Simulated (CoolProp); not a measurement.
R13 along the isotherm 252.3 K: fugacity coefficient from the reference equation and from simpler models built on Tc = 303.0 K, pc = 39.73 bar, ω = 0.175; each cubic takes its own stable root.

Values from CoolProp's reference Helmholtz-energy equation of state, Platzer 1990. This equation is an older, rougher fit; its heat capacities, sound speeds and derivatives of the liquid may be far off and weren't checked against measurements.

| p (bar) | phase | reference | van der Waals | Redlich-Kwong | Soave-Redlich-Kwong |
|---|---|---|---|---|---|
| 0.0628 | gas | 0.9990 | 0.9993 | 0.9991 | 0.9991 |
| 0.0922 | gas | 0.9986 | 0.9989 | 0.9987 | 0.9986 |
| 0.135 | gas | 0.9979 | 0.9984 | 0.9981 | 0.9980 |
| 0.199 | gas | 0.9969 | 0.9977 | 0.9971 | 0.9970 |
| 0.292 | gas | 0.9954 | 0.9966 | 0.9958 | 0.9956 |
| 0.428 | gas | 0.9933 | 0.9951 | 0.9938 | 0.9936 |
| 0.628 | gas | 0.9902 | 0.9928 | 0.9910 | 0.9906 |
| 0.922 | gas | 0.9856 | 0.9894 | 0.9868 | 0.9862 |
| 1.35 | gas | 0.9789 | 0.9844 | 0.9806 | 0.9798 |
| 1.99 | gas | 0.9689 | ? | 0.9715 | 0.9702 |
| 2.92 | gas | 0.9544 | 0.9664 | 0.9582 | 0.9564 |
| 4.28 | gas | 0.9332 | 0.9507 | 0.9388 | 0.9362 |
| 6.28 | gas | 0.9021 | ? | 0.9104 | 0.9066 |
| 9.22 | gas | 0.8561 | 0.8938 | ? | 0.8631 |
| 13.5 | liquid | ? | 0.8440 | 0.7818 | 0.6991 |
| 19.9 | liquid | 0.4785 | 0.7298 | ? | 0.4872 |

**Question.** Complete the blanks.

**Answer.** 
- 1.99, van der Waals: 0.9771
- 6.28, van der Waals: 0.9277
- 9.22, Redlich-Kwong: 0.8688
- 13.5, reference: 0.6877
- 19.9, Redlich-Kwong: 0.5453

At some of these states van der Waals gives the other phase, because its saturation line lies elsewhere.
